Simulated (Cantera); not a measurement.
Input: 1 mol CS2, 0.44 mol H2O, 0.23 mol O2, 7.3 mol H2, held at 1050 K and 1.00 bar.

Equilibrium computed with Cantera from the NASA thermochemical tables; the gas is ideal and each condensed phase is pure. Candidate condensed phases: C, C6H6, C7H8, C8H18, H2O, H2SO4, S; 123 gas species. Kinetics and transport are ignored.

Base state: H2 0.633, H2S 0.238, CO 0.0925, CH4 0.0229, H2O 0.0106, CO2 0.00183, COS 0.00110, CS2 0.000158 (mole fractions); condensed: C(graphite).

Q: What changes in the equilibrium state with this change: temperature from 1050 K to 698 K?

A: 
```json
[
 {"species": "H2", "before": "0.633", "after": "0.422"},
 {"species": "H2S", "before": "0.238", "after": "0.297"},
 {"species": "CH4", "before": "0.0229", "after": "0.148"},
 {"species": "H2O", "before": "0.0106", "after": "0.133"},
 {"species": "CO", "before": "0.0925", "after": "6.45e-5"},
 {"species": "CS2", "before": "0.000158", "after": "3.06e-9"},
 {"species": "S2", "before": "2.15e-5", "after": "2.49e-9"},
 {"species": "C(graphite), mol", "before": "0.0112", "after": "0"}
]
```

Q: What changes in the equilibrium state with this change: O2 from 0.23 to 2.1 mol?

A: 
```csv
species,before,after
H2O,0.0106,0.351
H2,0.633,0.307
H2S,0.238,0.228
CO2,0.00183,0.0651
CH4,0.0229,4.10e-5
CO,0.0925,0.0482
CS2,0.000158,4.67e-6
S2,2.15e-5,8.37e-5
"C(graphite), mol",0.0112,0
```
